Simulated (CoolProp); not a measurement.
C2F6 (R116) along the isobar 3860 kPa: Z from the reference equation and from simpler models built on Tc = 293.0 K, pc = 3048 kPa, ω = 0.257; each cubic takes its own stable root.

The numbers come from the reference Helmholtz-energy equation of state, Lemmon 2006 in CoolProp. It is a short technical equation, of lower accuracy than the large ones.

| T (K) | phase | reference |
|---|---|---|
| 209.1 | liquid | 0.1962 |
| 239.9 | liquid | 0.1890 |
| 270.8 | liquid | 0.1943 |
| 301.6 | supercritical | 0.2937 |
| 332.5 | supercritical | 0.6749 |
| 363.3 | supercritical | 0.7932 |
| 394.2 | supercritical | 0.8607 |
| 425 | supercritical | 0.9045 |

### Question
How far does each simpler model (Redlich-Kwong, Soave-Redlich-Kwong, Peng-Robinson) lie from the reference over these 8 states: mean and median of the absolute difference, and the worst?

### Answer
- Redlich-Kwong: mean 7.1 %, median 6.3 %, worst +13.7 % at 270.8 K and 3860 kPa
- Soave-Redlich-Kwong: mean 5.2 %, median 3.0 %, worst +16.7 % at 301.6 K and 3860 kPa
- Peng-Robinson: mean 4.2 %, median 2.7 %, worst +8.4 % at 301.6 K and 3860 kPa
